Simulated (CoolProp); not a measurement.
Computed with CoolProp (reference Helmholtz-energy equation of state, Guder 2009).

Give the vapour pressure (MPa), enthalpy of vaporisation (kJ/kg), liquid cp (kJ/(kg K)), vapour Z of saturated sulfur hexafluoride at 266.7 K.


```csv
T (K),p (MPa),enthalpy of vaporisation (kJ/kg),liquid cp (kJ/(kg K)),vapour Z
266.7,1.04,88.4,1.00,0.797
```
